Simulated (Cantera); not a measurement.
Feed: 1 mol CH₃F, 0.028 mol HCl, equilibrated at 973 K and 100000 Pa.

Cantera equilibrium calculation (NASA polynomials, part measured and part estimated; ideal gas, pure solids and liquids). Candidate condensed phases: C, C₆H₆, C₇H₈, C₈H₁₈; 118 gas species. The numbers say what is thermodynamically allowed, not how fast it happens.

Base state: HF 0.506, H₂ 0.453, CH₄ 0.0264, HCl 0.0142, H₂F₂ 1.11e-5 (mole fractions); condensed: C(graphite).

Question: What changes in the equilibrium state with this change: HCl from 0.028 to 2.5 mol?

Answer: 
```json
[
 {"species": "HCl", "before": "0.0142", "after": "0.559"},
 {"species": "HF", "before": "0.506", "after": "0.224"},
 {"species": "H₂", "before": "0.453", "after": "0.212"},
 {"species": "CH₄", "before": "0.0264", "after": "0.00577"},
 {"species": "H₂F₂", "before": "1.11e-5", "after": "2.17e-6"},
 {"species": "C(graphite), mol", "before": "0.948", "after": "0.974"}
]
```
